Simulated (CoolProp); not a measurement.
Computed with CoolProp (reference Helmholtz-energy equation of state, Lemmon 2009).

Task: For propane, give the phase and the density (kg/m³), cp (kJ/(kg K)), cv (kJ/(kg K)), expansivity (1/kK) at 302.8 K and 21.4 MPa; 349.1 K and 21.4 MPa; 372.2 K and 21.4 MPa.

Result: 
- 302.8 K and 21.4 MPa: liquid; density 530, cp 2.46, cv 1.69, expansivity 1.99
- 349.1 K and 21.4 MPa: liquid; density 479, cp 2.70, cv 1.87, expansivity 2.40
- 372.2 K and 21.4 MPa: supercritical; density 452, cp 2.83, cv 1.96, expansivity 2.67
